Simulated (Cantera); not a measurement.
Standard-state values (1 bar) from the NASA 1993 polynomials, evaluated with Cantera. Values are per mole of reaction as written; species without (g) are pure solids or liquids, kept so even where they would boil at 1 bar.

Task: Between 523 and 1523 K, where is each reaction favourable under standard conditions?
- 3 H(g) + 2 CrO3(g) ⇌ Cr2O3 + 3 OH(g)
- 3 N2O(g) + 12 Cr ⇌ 6 Cr2N + O3(g)
- 2 Cr2O3 + N(g) ⇌ Cr2N + 2 CrO3(g)

Result: 
- 3 H(g) + 2 CrO3(g) ⇌ Cr2O3 + 3 OH(g): ΔG° is -958 kJ at 523 K and -722 kJ at 1523 K; it stays negative (K > 1). ΔH° is -1081 kJ and ΔS° -236 J/K at 1523 K.
- 3 N2O(g) + 12 Cr ⇌ 6 Cr2N + O3(g): ΔG° is -695 kJ at 523 K and -438 kJ at 1523 K; it stays negative (K > 1). ΔH° is -803 kJ and ΔS° -240 J/K at 1523 K.
- 2 Cr2O3 + N(g) ⇌ Cr2N + 2 CrO3(g): ΔG° is 942 kJ at 523 K and 707 kJ at 1523 K; it stays positive (K < 1). ΔH° is 1047 kJ and ΔS° 223 J/K at 1523 K.
